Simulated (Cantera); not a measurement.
Input: 1 mol C2F6, 0.052 mol F2, at 1650 °C and 63.0 Pa.

Cantera equilibrium calculation (NASA polynomials, part measured and part estimated; ideal gas, pure solids and liquids). Candidate condensed phases: C; 13 gas species. The feed counts by its element totals alone. Gases not in the tables: C2F6 and larger saturated fluorocarbons. Equilibrium is a limit: real reactors are often held back by kinetics, nucleation or transport.

Base state: CF4 0.682, CF2 0.189, F 0.120, CF3 0.00800, CF 0.000376 (mole fractions); condensed: C(graphite).

Question: What changes in the equilibrium state with this change: pressure from 63.0 Pa to 1.30 mbar?

Answer: 
| species | before | after |
|---|---|---|
| CF4 | 0.682 | 0.780 |
| CF2 | 0.189 | 0.141 |
| F | 0.120 | 0.0723 |
| CF | 0.000376 | 0.000226 |
| CF3 | 0.00800 | 0.00738 |
| C(graphite), mol | 0.349 | 0.379 |
